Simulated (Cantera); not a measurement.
Input: 1 mol c-C₄F₈, 0.66 mol F₂, 5.7 mol H₂, held at 13.3 mbar.

Cantera equilibrium calculation (NASA polynomials, part measured and part estimated; ideal gas, pure solids and liquids). Candidate condensed phases: C, C₆H₆, C₇H₈, C₈H₁₈; 110 gas species. Ions and electrons are included (thermal ionisation). The feed counts by its element totals alone. Kinetics and transport are ignored.

### Question
Which condensed phases are stable at each of these points (T (K)): 2500, 2750, 3000, 3250, 3500, 3750, 4000, 4250, 4500, 4750, 5000?

### Answer
```csv
T (K),condensed phases,C condensed (%)
2500,C(graphite),99.5
2750,C(graphite),97.8
3000,C(graphite),71.8
3250,gas only,0.0
3500,gas only,0.0
3750,gas only,0.0
4000,gas only,0.0
4250,gas only,0.0
4500,gas only,0.0
4750,gas only,0.0
5000,gas only,0.0
```

From 2500 K to 3000 K the condensed part is C(graphite). From 3250 K to 5000 K nothing is condensed.
